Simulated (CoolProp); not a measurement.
Model: reference Helmholtz-energy equation of state, Lemmon 2006, in CoolProp. It is a short technical equation, of lower accuracy than the large ones.

### Question
Give the vapour pressure (kPa), liquid density (kg/m³), liquid cp (kJ/(kg K)), liquid viscosity (µPa s) of saturated toluene at 142.25, 178.95 °C.

### Answer
```tsv
T (°C)	p (kPa)	liquid density (kg/m³)	liquid cp (kJ/(kg K))	liquid viscosity (µPa s)
142.25	230	746	2.13	199
178.95	507	703	2.28	157
```

Viscosity comes from a separate model (Avgeri 2015).
